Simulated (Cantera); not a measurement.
An adiabatic, constant-pressure homogeneous reactor starts with CO : H₂ : CH₄ : O₂ : N₂ = 1 : 0.28 : 0.082 : 1.09 : 4.09 (molar parts), at 1723 K and 760 Torr. Integrator tolerance rtol = 1e-08.

Computed with Cantera and GRI-Mech 3.0 (53 species, 325 reactions).

What does this change do: initial temperature 1723 to 1325 K?


```json
[
 {"quantity": "time of steepest temperature rise", "before": "15.5 µs", "after": "59.0 µs"},
 {"quantity": "temperature at 0.800 s", "before": "2754 K", "after": "2615 K"},
 {"quantity": "equilibrium temperature", "before": "2754 K", "after": "2615 K"},
 {"quantity": "x(CO) at 0.800 s", "before": "0.0587 (gas-phase equilibrium 0.0587)", "after": "0.0388 (gas-phase equilibrium 0.0388)"},
 {"quantity": "x(H₂) at 0.800 s", "before": "0.00421 (gas-phase equilibrium 0.00421)", "after": "0.00272 (gas-phase equilibrium 0.00272)"},
 {"quantity": "x(CH₄) at 0.800 s", "before": "<1e-12 (gas-phase equilibrium <1e-12)", "after": "<1e-12 (gas-phase equilibrium <1e-12)"},
 {"quantity": "x(C₂H₄) at 0.800 s", "before": "<1e-12 (gas-phase equilibrium <1e-12)", "after": "<1e-12 (gas-phase equilibrium <1e-12)"},
 {"quantity": "x(HCO) at 0.800 s", "before": "2.70e-8 (gas-phase equilibrium 2.70e-8)", "after": "1.01e-8 (gas-phase equilibrium 1.01e-8)"},
 {"quantity": "x(NO) at 0.800 s", "before": "0.0169 (gas-phase equilibrium 0.0169)", "after": "0.0133 (gas-phase equilibrium 0.0133)"},
 {"quantity": "x(NO₂) at 0.800 s", "before": "6.40e-6 (gas-phase equilibrium 6.40e-6)", "after": "5.45e-6 (gas-phase equilibrium 5.45e-6)"}
]
```
